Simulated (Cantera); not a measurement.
Charge: 1 mol CF4, 0.43 mol CH4, at 2277 °C and 44.0 Pa.

Method: chemical equilibrium by Gibbs-energy minimisation in Cantera with the NASA 1993 tables (ideal gas, pure condensed phases). Rates play no part.

```csv
species,before,after
HF,0.427,0.727
CF4,3.05e-7,0.219
CF2,0.0102,0.0303
F,0.535,0.0227
CF,0.0203,2.99e-5
C3,0.00242,<1e-9
C,0.000742,<1e-9
C2,0.000225,<1e-9
H,0.00419,8.95e-7
CF3,4.74e-6,0.00115
"C(graphite), mol",1.27,0.837
```
Gas species are given as mole fractions.

Which change was made?
(A) temperature from 2277 °C to 777 °C
(B) temperature from 2277 °C to 1502 °C
(C) temperature from 2277 °C to 900 °C
(D) CF4 replaced by CH3F

B, temperature from 2277 °C to 1502 °C. Gases not in the tables: C2F6 and larger saturated fluorocarbons
